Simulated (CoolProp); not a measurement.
Vapour-liquid equilibrium of o-xylene (1) + n-undecane (2) at 30.35 °C; x and y are mole fractions of (1).

Computed with CoolProp (multi-fluid Helmholtz-energy mixture model, Zhou 2012 and Aleksandrov 2011; pair parameters Bell 2016).

### Question
Give the bubble pressure and the first vapour's composition at x = 0.425, 0.725, 0.875. Is there an azeotrope?

### Answer
x = 0.425: 0.005771 bar, y = 0.915; x = 0.725: 0.009140 bar, y = 0.974; x = 0.875: 0.01080 bar, y = 0.990. No azeotrope shows between x = 0.05 and 0.95.

The pair parameters rest on a limited set of measurements; away from them the model extrapolates. The gap from Raoult's law changes sign with composition, which may be real or a fault of the pair parameters; it wasn't checked against measurements.
